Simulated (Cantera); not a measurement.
Input: 1 mol AlN, 0.25 mol H2O, 0.97 mol N2, at 98.0 mbar.

Equilibrium computed with Cantera from the NASA thermochemical tables; the gas is ideal and each condensed phase is pure. Candidate condensed phases: Al, AlN, Al2O3, H2O; 35 gas species. Mutual solubility and eutectic melting of coexisting phases are not modelled. Condensed phases not in the tables: aluminium oxynitride. The numbers say what is thermodynamically allowed, not how fast it happens. All values below are at 1923 K.

Base state: N2 0.807, H2 0.191, H 0.00131, Al 0.000163, Al2O 6.27e-5, H2O 1.02e-5 (mole fractions); condensed: AlN(s) + Al2O3(s).

Problem. What changes in the equilibrium state with this change: AlN replaced by BN?

Solution. 
```
species          before     after
-------------  --------  --------
N2                0.807     0.754
H2                0.191     0.159
B2O3                  0    0.0346
HBO                   0    0.0255
B2O2                  0    0.0126
Al             0.000163         0
HBO2                  0   0.00983
BO                    0   0.00302
Al2O            6.27e-5         0
H2O             1.02e-5  0.000257
AlN(s), mol       0.833         0
Al2O3(s), mol    0.0833         0
BN(s), mol            0     0.813
```
Further candidate phases: B, BN, B2O3, B3O3H3.

Problem. What changes in the equilibrium state with this change: pressure from 98.0 mbar to 5.50 Pa?

Solution. 
```tsv
species	before	after
N2	0.807	0.581
Al	0.000163	0.224
H2	0.191	0.0806
Al2O	6.27e-5	0.0790
H	0.00131	0.0361
AlO	4.03e-8	6.58e-5
AlOH	3.38e-6	8.50e-5
AlH	7.42e-6	0.000157
H2O	1.02e-5	5.11e-6
AlN(s), mol	0.833	0
Al2O3(s), mol	0.0833	0.0165
```
The tables' values for AlOH are old estimates; treat these amounts as uncertain.
